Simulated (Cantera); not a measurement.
Charge: 1 mol Hg, 29 mol H2, 0.14 mol O2, equilibrated at 24000 Pa.

Cantera equilibrium calculation (NASA polynomials, part measured and part estimated; ideal gas, pure solids and liquids). Candidate condensed phases: H2O, Hg, HgO; 10 gas species. The numbers say what is thermodynamically allowed, not how fast it happens. All values below are at 975 K.

Base state: H2 0.957, Hg 0.0333, H2O 0.00933 (mole fractions); condensed: gas only.

Q: What changes in the equilibrium state with this change: O2 from 0.14 to 0.3 mol?

A: 
| species | before | after |
|---|---|---|
| H2 | 0.957 | 0.947 |
| Hg | 0.0333 | 0.0333 |
| H2O | 0.00933 | 0.0200 |

Q: What changes in the equilibrium state with this change: O2 from 0.14 to 0.082 mol?

A: 
| species | before | after |
|---|---|---|
| H2 | 0.957 | 0.961 |
| Hg | 0.0333 | 0.0333 |
| H2O | 0.00933 | 0.00547 |
